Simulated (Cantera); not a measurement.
A freely propagating, adiabatic, planar premixed flame of H₂ : O₂ : N₂ : H₂O = 1 : 0.217 : 0.817 : 0.12 (molar parts), equivalence ratio 2.3, unburnt at 600 K and 0.957 atm; mixture-averaged transport, grid criteria slope 0.08 and curve 0.16, no radiation.

Computed with Cantera and the H2/O2 subset of GRI-Mech 3.0, which has no nitrogen chemistry. Burning velocities carry a grid error of a few per cent, more on coarse grids.

**Question.** What does this change do: inlet temperature 600 to 700 K?

**Answer.** 
| quantity | before | after |
|---|---|---|
| laminar burning velocity | 801 cm/s | 1080 cm/s |
| thermal thickness | 0.457 mm | 0.494 mm |
| peak x(OH) | 0.00333 | 0.00411 |
| peak x(H) | 0.0752 | 0.0841 |
| peak x(H₂O₂) | 1.06e-5 | 4.73e-6 |

**Question.** What does this change do: O2 0.217 to 0.17 parts?

**Answer.** 
```csv
quantity,before,after
laminar burning velocity,801 cm/s,593 cm/s
thermal thickness,0.457 mm,0.498 mm
peak x(OH),0.00333,0.00109
peak x(H),0.0752,0.0504
peak x(H₂O₂),1.06e-5,9.17e-6
```

**Question.** What does this change do: inlet temperature 600 to 425 K?

**Answer.** 
```tsv
quantity	before	after
laminar burning velocity	801 cm/s	430 cm/s
thermal thickness	0.457 mm	0.386 mm
peak x(OH)	0.00333	0.00222
peak x(H)	0.0752	0.0597
peak x(H₂O₂)	1.06e-5	4.46e-5
```
